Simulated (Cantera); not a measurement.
Input (Python, Cantera) and output of one run.

```python
import numpy as np
import cantera as ct

gas_names = """
    CL CL2 H HCL H2 N NH NH2 NH3 N2 N2H2 N2H4 Si SiCL SiCL2 SiCL3 SiCL4 SiH SiHCL3 SiH2 SiH2CL2 SiH3
    SiH3CL SiH4 SiN Si2 Si2N Si3
""".split()
cond_names = """
    NH4CL(a) NH4CL(b) Si(cr) Si(L) Si3N4(a)
""".split()


# ... load() reads the species with a 1 bar reference pressure and builds the phases ...
atoms = {
    'SiHCl3': {'Si': 1, 'H': 1, 'CL': 3},
    'N2': {'N': 2},
}
top_T = {'Si3N4(a)': 2400}  # K; cautious upper limits of use, not melting points


# ... equilibrate(T, P, feed) seeds the gas with the atoms and calls Mixture.equilibrate('TP', solver="vcs", rtol=1e-11, max_steps=5000) ...
results = []
feed = {'SiHCl3': 1, 'N2': 13}  # mol
P = 23000  # Pa
for T in [873, 923, 973, 1023, 1073, 1123, 1173, 1223, 1273, 1323, 1373, 1423, 1473, 1523]:
    mix = equilibrate(T, P, feed)
    results.append((T, P, feed, dict(zip(mix.species_names, mix.species_moles))))
    x = sorted(zip(gas.X, gas.species_names), reverse=True)
    print(f"T = {T:g} K  P = {P:g} Pa  gas = {mix.phase_moles(0):.4g} mol")
    print("   x: " + "  ".join(f"{s} {v:.3e}" for v, s in x if v > 1e-05))
    print("   condensed (mol): " + ("  ".join(f"{mix.phase(i).name} {mix.phase_moles(i):.4g}"
          for i in range(1, mix.n_phases) if mix.phase_moles(i) > 1e-12) or "none"))
```

It prints:

```
T = 873 K  P = 23000 Pa  gas = 14.15 mol
   x: N2 8.983e-01  HCL 5.348e-02  SiCL4 3.964e-02  H2 8.599e-03  SiHCL3 1.365e-05
   condensed (mol): Si3N4(a) 0.1464
T = 923 K  P = 23000 Pa  gas = 14.15 mol
   x: N2 8.980e-01  HCL 5.474e-02  SiCL4 3.931e-02  H2 7.960e-03  SiHCL3 2.037e-05
   condensed (mol): Si3N4(a) 0.1478
T = 973 K  P = 23000 Pa  gas = 14.15 mol
   x: N2 8.977e-01  HCL 5.581e-02  SiCL4 3.903e-02  H2 7.417e-03  SiHCL3 2.915e-05
   condensed (mol): Si3N4(a) 0.1491
T = 1023 K  P = 23000 Pa  gas = 14.15 mol
   x: N2 8.975e-01  HCL 5.673e-02  SiCL4 3.877e-02  H2 6.952e-03  SiHCL3 4.021e-05  SiCL3 2.336e-05
   condensed (mol): Si3N4(a) 0.1501
T = 1073 K  P = 23000 Pa  gas = 14.15 mol
   x: N2 8.973e-01  HCL 5.751e-02  SiCL4 3.854e-02  H2 6.550e-03  SiCL3 5.775e-05  SiHCL3 5.378e-05
   condensed (mol): Si3N4(a) 0.151
T = 1123 K  P = 23000 Pa  gas = 14.15 mol
   x: N2 8.971e-01  HCL 5.818e-02  SiCL4 3.829e-02  H2 6.202e-03  SiCL3 1.315e-04  SiHCL3 7.000e-05
   condensed (mol): Si3N4(a) 0.1517
T = 1173 K  P = 23000 Pa  gas = 14.15 mol
   x: N2 8.969e-01  HCL 5.876e-02  SiCL4 3.801e-02  H2 5.899e-03  SiCL3 2.783e-04  SiHCL3 8.893e-05  SiCL2 2.009e-05
   condensed (mol): Si3N4(a) 0.1522
T = 1223 K  P = 23000 Pa  gas = 14.16 mol
   x: N2 8.967e-01  HCL 5.925e-02  SiCL4 3.763e-02  H2 5.637e-03  SiCL3 5.522e-04  SiHCL3 1.105e-04  SiCL2 6.458e-05
   condensed (mol): Si3N4(a) 0.1523
T = 1273 K  P = 23000 Pa  gas = 14.16 mol
   x: N2 8.965e-01  HCL 5.965e-02  SiCL4 3.708e-02  H2 5.413e-03  SiCL3 1.032e-03  SiCL2 1.884e-04  SiHCL3 1.345e-04
   condensed (mol): Si3N4(a) 0.1519
T = 1323 K  P = 23000 Pa  gas = 14.17 mol
   x: N2 8.961e-01  HCL 5.995e-02  SiCL4 3.620e-02  H2 5.229e-03  SiCL3 1.825e-03  SiCL2 5.030e-04  SiHCL3 1.602e-04
   condensed (mol): Si3N4(a) 0.1506
T = 1373 K  P = 23000 Pa  gas = 14.19 mol
   x: N2 8.955e-01  HCL 6.012e-02  SiCL4 3.479e-02  H2 5.092e-03  SiCL3 3.051e-03  SiCL2 1.237e-03  SiHCL3 1.864e-04
   condensed (mol): Si3N4(a) 0.1477
T = 1423 K  P = 23000 Pa  gas = 14.22 mol
   x: N2 8.945e-01  HCL 6.010e-02  SiCL4 3.256e-02  H2 5.013e-03  SiCL3 4.808e-03  SiCL2 2.809e-03  SiHCL3 2.108e-04
   condensed (mol): Si3N4(a) 0.1419
T = 1473 K  P = 23000 Pa  gas = 14.27 mol
   x: N2 8.928e-01  HCL 5.983e-02  SiCL4 2.918e-02  SiCL3 7.083e-03  SiCL2 5.881e-03  H2 5.018e-03  SiHCL3 2.300e-04  CL 1.806e-05
   condensed (mol): Si3N4(a) 0.1318
T = 1523 K  P = 23000 Pa  gas = 14.35 mol
   x: N2 8.901e-01  HCL 5.917e-02  SiCL4 2.445e-02  SiCL2 1.128e-02  SiCL3 9.611e-03  H2 5.146e-03  SiHCL3 2.386e-04  CL 3.190e-05
   condensed (mol): Si3N4(a) 0.1154
```

Equilibrium computed with Cantera from the NASA thermochemical tables; the gas is ideal and each condensed phase is pure. N2 is the only nitrogen source here; it is nearly inert below about 1500 K, so the nitride shown seldom forms there in practice. The tables' values for SiCl3 are old estimates; treat these amounts as uncertain.
